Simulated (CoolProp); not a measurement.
Aqueous magnesium chloride as a coolant, 29 % by mass, freezing at -86.3 °C, 1 atm.

Values from CoolProp's Melinder's fits for secondary coolants.

| T (°C) | cp (kJ/(kg K)) | density (kg/m³) | conductivity (W/(m K)) | Prandtl number |
|---|---|---|---|---|
| -1.1 | [?] | 1310 | 0.439 | [?] |
| 1.9 | 2.671 | 1306 | 0.448 | 24800 |
| 5 | 2.666 | 1302 | 0.457 | 18400 |
| 8.1 | 2.660 | 1299 | 0.465 | 13900 |
| 11.2 | [?] | 1295 | [?] | [?] |
| 14.3 | 2.645 | 1291 | 0.482 | 8350 |
| 17.4 | [?] | 1288 | 0.491 | 6660 |
| 20.4 | 2.626 | 1285 | 0.499 | 5460 |
| 23.5 | [?] | 1282 | 0.507 | 4540 |
| 26.6 | 2.602 | 1279 | 0.515 | 3870 |
| 29.7 | 2.587 | 1276 | 0.522 | 3380 |
| 32.8 | [?] | 1274 | 0.530 | 3030 |
| 35.9 | 2.551 | 1272 | 0.538 | 2790 |
| 38.9 | 2.531 | 1270 | 0.545 | 2650 |

Q: Some entries are withheld; supply them.

A: 
- -1.1, cp (kJ/(kg K)): 2.675
- -1.1, Prandtl number: 33600
- 11.2, cp (kJ/(kg K)): 2.653
- 11.2, conductivity (W/(m K)): 0.474
- 11.2, Prandtl number: 10700
- 17.4, cp (kJ/(kg K)): 2.636
- 23.5, cp (kJ/(kg K)): 2.615
- 32.8, cp (kJ/(kg K)): 2.570
